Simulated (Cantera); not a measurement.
A perfectly stirred reactor is fed with C₂H₆ : H₂ = 1 : 53 (molar parts), at 1.00 atm; it is held at 1750 K, and followed from long to short residence time.

Detailed kinetics in Cantera: GRI-Mech 3.0 (53 species, 325 reactions). GRI-Mech 3.0 stops at C3 and has no aromatics, soot or wall deposition, so with more carbon than oxygen in the feed, carbon stays in small species such as C2H2 where larger ones or solid carbon would form.

Task: Predict: x(C₂H₆) at τ = 0.480 s; x(H₂) at τ = 0.480 s; x(H) at τ = 0.480 s; x(C₂H) at τ = 0.480 s; x(CH₄) at τ = 0.480 s; x(C₂H₆) at τ = 44.0 ms; x(H₂) at τ = 44.0 ms; x(H) at τ = 44.0 ms; x(C₂H) at τ = 44.0 ms; x(CH₄) at τ = 44.0 ms.

Result: 
| Quantity | Value |
|---|---|
| x(C₂H₆) at τ = 0.480 s | 1.66e-6 |
| x(H₂) at τ = 0.480 s | 0.976 |
| x(H) at τ = 0.480 s | 0.000233 |
| x(C₂H) at τ = 0.480 s | 1.99e-8 |
| x(CH₄) at τ = 0.480 s | 0.0116 |
| x(C₂H₆) at τ = 44.0 ms | 9.46e-6 |
| x(H₂) at τ = 44.0 ms | 0.973 |
| x(H) at τ = 44.0 ms | 0.000260 |
| x(C₂H) at τ = 44.0 ms | 1.80e-8 |
| x(CH₄) at τ = 44.0 ms | 0.0162 |
